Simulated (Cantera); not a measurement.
Charge: 1 mol CH3SiH3, 0.3 mol CH4, 34 mol H2, at 0.133 bar.

Cantera equilibrium calculation (NASA polynomials, part measured and part estimated; ideal gas, pure solids and liquids). Candidate condensed phases: C, C6H6, C7H8, C8H18, Si, SiC; 87 gas species. The feed counts by its element totals alone. Gases not in the tables: Si2H6 and higher silanes. Equilibrium is a limit: real reactors are often held back by kinetics, nucleation or transport.

Problem. What share of the Si ends up in condensed phases as a function of T (K), at 1948, 1998, 2048, 2098, 2148, 2198, 2248, 2298, 2348, 2398?

Solution. 
```json
[
 {"T (K)": "1948", "Si condensed (%)": "99.9", "as": "SiC(s)"},
 {"T (K)": "1998", "Si condensed (%)": "99.9", "as": "SiC(s)"},
 {"T (K)": "2048", "Si condensed (%)": "99.8", "as": "SiC(s)"},
 {"T (K)": "2098", "Si condensed (%)": "99.6", "as": "SiC(s)"},
 {"T (K)": "2148", "Si condensed (%)": "99.1", "as": "SiC(s)"},
 {"T (K)": "2198", "Si condensed (%)": "98.4", "as": "SiC(s)"},
 {"T (K)": "2248", "Si condensed (%)": "97.0", "as": "SiC(s)"},
 {"T (K)": "2298", "Si condensed (%)": "94.4", "as": "SiC(s)"},
 {"T (K)": "2348", "Si condensed (%)": "89.5", "as": "SiC(s)"},
 {"T (K)": "2398", "Si condensed (%)": "80.7", "as": "SiC(s)"}
]
```
